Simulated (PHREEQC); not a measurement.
Consider water at 25 °C with 93 mmol/kgw FeCl3, 3.5 mmol/kgw NiCl2, 9.7 mmol/kgw NaF and 0.037 mmol/kgw Na2SO4. Closed to the air; pH follows from the charge balance.

The numbers come from PHREEQC with the ion-association model, wateq4f.dat.

Question: The ionic strength comes out as 0.378 mol/kgw. What activity coefficients do FeSO4+, NiCl+, Cl-, FeF2+, SO4-2 get?

Answer: FeSO4+ 0.70, NiCl+ 0.73, Cl- 0.66, FeF2+ 0.70, SO4-2 0.23.

Precipitation was switched off in this run. Saturation is exceeded, for instance for Hematite (slow to form), Goethite (slow to form); the values hold only as long as no solid forms. Species that the database lacks are ignored. Fluoro complexes past AlF4- and FeF3 are missing from the database.
